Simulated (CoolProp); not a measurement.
Vapour-liquid equilibrium of dimethyl ether (1) + R236FA (2) at -77.55 °C; x and y are mole fractions of (1).

Model: multi-fluid Helmholtz-energy mixture model, Wu 2011 and Pan 2012; pair parameters Bell 2016, in CoolProp.

```csv
x,bubble pressure (MPa),y at the bubble point,dew pressure at overall composition x (MPa),liquid density (mol/L)
0.05,0.0008885,0.086,0.0008741,11.19
0.15,0.0009841,0.275,0.0009164,11.68
0.25,0.001139,0.471,0.0009689,12.20
0.35,0.001377,0.647,?,12.76
0.45,?,0.786,0.001119,13.36
0.55,0.002174,0.880,0.001229,13.99
0.65,0.002735,0.939,0.001381,?
0.75,0.003368,0.972,0.001608,15.40
0.85,0.004017,0.989,0.001992,16.18
0.95,0.004612,0.998,0.002906,?
```

Problem. Some entries are withheld; supply them.

Solution. 
- 0.35, dew pressure at overall composition x (MPa): 0.001035
- 0.45, bubble pressure (MPa): 0.001719
- 0.65, liquid density (mol/L): 14.67
- 0.95, liquid density (mol/L): 17.01

No azeotrope shows between x = 0.05 and 0.95.

The pair parameters rest on a limited set of measurements; away from them the model extrapolates.
